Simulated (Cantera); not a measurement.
An isothermal, constant-pressure homogeneous reactor starts with NO : N2 = 1 : 0.18 (molar parts), at 1825 K and 2300 Pa. Integrator tolerance rtol = 1e-08.

Model: GRI-Mech 3.0 (53 species, 325 reactions), integrated in Cantera. Radical loss at walls, strong at low pressure, is not modelled.

### Question
What does this change do: pressure from 2300 Pa to 180000 Pa?

### Answer
```csv
quantity,before,after
x(NO) at 20.0 s,0.609 (gas-phase equilibrium 0.00548),0.0198 (gas-phase equilibrium 0.00548)
x(N2) at 20.0 s,0.272 (gas-phase equilibrium 0.573),0.566 (gas-phase equilibrium 0.574)
x(O2) at 20.0 s,0.119 (gas-phase equilibrium 0.421),0.414 (gas-phase equilibrium 0.421)
x(O) at 20.0 s,0.000383 (gas-phase equilibrium 0.000661),7.41e-5 (gas-phase equilibrium 7.48e-5)
x(NO2) at 20.0 s,0.000159 (gas-phase equilibrium 2.80e-6),8.88e-5 (gas-phase equilibrium 2.48e-5)
x(N2O) at 20.0 s,0.000108 (gas-phase equilibrium 4.06e-8),5.02e-7 (gas-phase equilibrium 3.59e-7)
```
